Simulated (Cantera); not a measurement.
Input (Python, Cantera) and output of one run.

```python
import numpy as np
import cantera as ct

gas_names = """
    Mg MgN MgO Mg2 N NO NO2 NO3 N2 N2O O O2 O3 Si SiN SiO SiO2 Si2 Si2N Si3
""".split()
cond_names = """
    Mg(cr) Mg(L) MgO(s) MgO(L) MgSiO3(I) MgSiO3(II) MgSiO3(III) MgSiO3(L) Mg2SiO4(s) Mg2SiO4(L) Si(cr)
    Si(L) SiO2(Lqz) SiO2(hqz) SiO2(L) Si2N2O(s) Si3N4(a)
""".split()


# ... load() reads the species with a 1 bar reference pressure and builds the phases ...
atoms = {
    'SiO2': {'Si': 1, 'O': 2},
    'MgO': {'Mg': 1, 'O': 1},
    'N2': {'N': 2},
}
top_T = {'Si2N2O(s)': 2100, 'Si3N4(a)': 2400}  # K; cautious upper limits of use, not melting points


# ... equilibrate(T, P, feed) seeds the gas with the atoms and calls Mixture.equilibrate('TP', solver="vcs", rtol=1e-11, max_steps=5000) ...
results = []
feed = {'SiO2': 1, 'MgO': 0.23, 'N2': 0.16}  # mol
T = 1200  # K
P = 1000  # Pa
mix = equilibrate(T, P, feed)
results.append((T, P, feed, dict(zip(mix.species_names, mix.species_moles))))
x = sorted(zip(gas.X, gas.species_names), reverse=True)
print(f"T = {T:g} K  P = {P:g} Pa  gas = {mix.phase_moles(0):.4g} mol")
print("   x: " + "  ".join(f"{s} {v:.3e}" for v, s in x if v > 1e-06))
print("   condensed (mol): " + ("  ".join(f"{mix.phase(i).name} {mix.phase_moles(i):.4g}"
      for i in range(1, mix.n_phases) if mix.phase_moles(i) > 1e-12) or "none"))
```

It prints:

```
T = 1200 K  P = 1000 Pa  gas = 0.16 mol
   x: N2 1.000e+00
   condensed (mol): MgSiO3(II) 0.23  SiO2(hqz) 0.77
```

These are equilibrium values from Cantera (NASA tables, ideal gas, pure condensed phases), not measurements of a reactor. Mutual solubility and eutectic melting of coexisting phases are not modelled. The tables hold silica as quartz up to 1696 K and as liquid above; real silica turns to tridymite and cristobalite and melts near 1996 K. Condensed phases not in the tables: alloys, solid solutions and most ternary compounds.
